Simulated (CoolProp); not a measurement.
A simple Rankine cycle with hydrogen sulfide: condensing at 314.15 K, boiler at 7.32 MPa, turbine inlet 363.2 K, turbine efficiency 0.7, pump efficiency 0.6, no recuperator. Each further row changes one setting.

The numbers come from the reference Helmholtz-energy equation of state, Lemmon 2006 in CoolProp. It is a short technical equation, of lower accuracy than the large ones.

```csv
case,thermal efficiency (%),net work (kJ/kg),heat in (kJ/kg),turbine exit temperature (K),volume ratio over the turbine
as stated,6.1,20.4,334,314.1,2.60
turbine inlet 383.2 K,6.8,26.9,393,314.1,2.26
condensing temperature 306.15 K,7.3,25.6,352,306.2,3.11
boiler pressure 5.12 MPa,4.7,19.2,406,319.1,1.62
turbine efficiency 0.6,4.8,16.1,334,314.1,2.63
```

The expansion ends wet for: as stated; turbine inlet 383.2 K; condensing temperature 306.15 K; turbine efficiency 0.6.
